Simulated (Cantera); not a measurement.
Charge: 1 mol SiHCl3, 0.62 mol N2, equilibrated at 1923.15 K and 8.50 Pa.

Cantera equilibrium calculation (NASA polynomials, part measured and part estimated; ideal gas, pure solids and liquids). Candidate condensed phases: NH4Cl, Si, Si3N4; 28 gas species. The tables' values for SiCl, SiCl3, SiN are old estimates; treat these amounts as uncertain. The numbers say what is thermodynamically allowed, not how fast it happens.

What is the equilibrium state?


| Quantity | Result |
|---|---|
| x(SiCl2) | 0.331 |
| x(HCl) | 0.267 |
| x(N2) | 0.218 |
| x(Cl) | 0.113 |
| x(H2) | 0.0329 |
| x(H) | 0.0185 |
| x(Si) | 0.0116 |
| x(SiCl) | 0.00690 |
| x(SiCl3) | 0.00137 |
| gas amount | 2.849 mol |
| log10 activity of Si(l) (absent) | -1.23 |
